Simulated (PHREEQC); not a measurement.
Make-up at 25 °C: 0.18 mol/kgw KH2PO4 and 0.02 mol/kgw NaOH. It is in equilibrium with CO2 at log p = -3.4 (atm). Otherwise closed; pH follows from the charge balance.

Computed with PHREEQC (ion-association model, phreeqc.dat).

```json
[
 {"quantity": "pH", "before": "5.85", "after": "5.68"},
 {"quantity": "ionic strength (mol/kgw)", "before": "0.216", "after": "0.217"},
 {"quantity": "HPO4-2 (mol/kgw)", "before": "0.0181", "after": "0.0184"},
 {"quantity": "KHPO4- (mol/kgw)", "before": "0.00173", "after": "0.00149"},
 {"quantity": "H3PO4 (mol/kgw)", "before": "2.33e-5", "after": "6.35e-5"},
 {"quantity": "CO2 (mol/kgw)", "before": "1.29e-5", "after": "4.32e-6"}
]
```

Question: What was changed between the two runs?
(A) temperature from 25 to 35 °C
(B) temperature from 25 to 90 °C
(C) NaOH left out
(D) 0.03 mol/kgw CO2 added

Answer: B, temperature from 25 to 90 °C

Precipitation was switched off in this run. At this temperature some constants are extrapolated from 25 °C, and those without enthalpy data are left unchanged.
